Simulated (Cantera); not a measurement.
A closed system holds: 1 mol C₂H₅OH, 0.34 mol H₂, 1.9 mol N₂, equilibrated at 12.8 Torr.

Method: chemical equilibrium by Gibbs-energy minimisation in Cantera with the NASA 1993 tables (ideal gas, pure condensed phases). Candidate condensed phases: C, C₆H₆, C₇H₈, C₈H₁₈, H₂O; 136 gas species. Rates play no part.

x: gas mole fraction; n: condensed amount in mol.

```tsv
T (K)	x H₂	x H	x N₂	x CO	x HCN	x C₃	n C(graphite)
950	0.534	3.12e-9	0.305	0.158	9.01e-7	<1e-12	1.01
1150	0.535	4.19e-7	0.305	0.160	1.69e-5	<1e-12	1.000
1350	0.535	1.34e-5	0.304	0.160	0.000132	<1e-12	0.999
1550	0.535	___	0.304	0.160	___	<1e-12	0.996
1750	0.533	0.00130	0.303	0.160	0.00192	1.40e-12	0.987
1950	0.528	0.00639	0.301	0.160	0.00480	4.61e-10	0.965
2150	0.511	0.0231	0.296	0.158	0.00992	5.04e-8	0.920
2350	0.473	0.0658	0.285	0.155	0.0174	2.43e-6	0.842
2550	0.399	0.151	0.266	0.148	0.0261	6.27e-5	0.721
2750	___	___	___	___	0.0329	___	___
2950	0.168	0.424	0.209	0.123	0.0343	0.0107	0.0853
```

**Question.** Some entries are withheld; supply them.

**Answer.** 
- 2750, x H₂: 0.289
- 2750, x H: 0.282
- 2750, x N₂: 0.240
- 2750, x CO: 0.137
- 2750, x C₃: 0.000992
- 2750, n C(graphite): 0.543
- 1550, x H: 0.000177
- 1550, x HCN: 0.000600
